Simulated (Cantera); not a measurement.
Roasting and sulfation: Na2CO3 + H2S + O2

A closed system holds: 1 mol Na2CO3, 4.7 mol H2S, 0.19 mol O2, equilibrated at 14.0 mbar.

Equilibrium computed with Cantera from the NASA thermochemical tables; the gas is ideal and each condensed phase is pure. Candidate condensed phases: C, C6H6, C7H8, C8H18, H2O, H2SO4, Na, NaOH, NaO2, Na2CO3, Na2O, Na2O2, Na2S, Na2SO4, S; 131 gas species. Rates play no part.

```tsv
T (°C)	log p H2	log p H2O	log p S2	log p Na	log p CO	log p H2S	log p CO2	log p SO2	log p SO	log p SH	n Na2S(l)
1227	-2.44	-2.51	-2.53	-2.77	-2.92	-3.14	-3.40	-4.06	-4.73	-4.27	0.438
1252	-2.47	-2.55	-2.53	-2.61	-2.95	-3.22	-3.47	-4.02	-4.64	-4.25	0.112
1277	-2.47	-2.57	-2.53	-2.57	-2.96	-3.28	-3.50	-3.97	-4.55	-4.21	0
1302	-2.47	-2.57	-2.53	-2.57	-2.95	-3.32	-3.52	-3.92	-4.45	-4.17	0
1327	-2.46	-2.58	-2.53	-2.57	-2.95	-3.36	-3.55	-3.86	-4.37	-4.12	0
1352	-2.45	-2.58	-2.53	-2.57	-2.95	-3.40	-3.57	-3.82	-4.28	-4.08	0
1377	-2.45	-2.59	-2.53	-2.57	-2.94	-3.44	-3.59	-3.77	-4.20	-4.05	0
1402	-2.44	-2.59	-2.53	-2.57	-2.94	-3.48	-3.61	-3.73	-4.12	-4.01	0
1427	-2.44	-2.60	-2.54	-2.57	-2.94	-3.52	-3.63	-3.69	-4.05	-3.97	0
1452	-2.43	-2.61	-2.54	-2.57	-2.93	-3.55	-3.66	-3.66	-3.98	-3.94	0
1477	-2.43	-2.62	-2.54	-2.57	-2.93	-3.59	-3.68	-3.62	-3.91	-3.91	0
1502	-2.42	-2.62	-2.55	-2.57	-2.93	-3.62	-3.70	-3.59	-3.85	-3.87	0
1527	-2.42	-2.63	-2.55	-2.57	-2.92	-3.66	-3.72	-3.57	-3.78	-3.84	0
1552	-2.41	-2.64	-2.55	-2.57	-2.92	-3.69	-3.75	-3.54	-3.72	-3.81	0
```
log p: log10 of the partial pressure in bar; n: condensed amount in mol.

From 1227 °C to 1252 °C the condensed part is Na2S(l). From 1277 °C to 1552 °C nothing is condensed. The main Na-bearing gas is Na throughout.
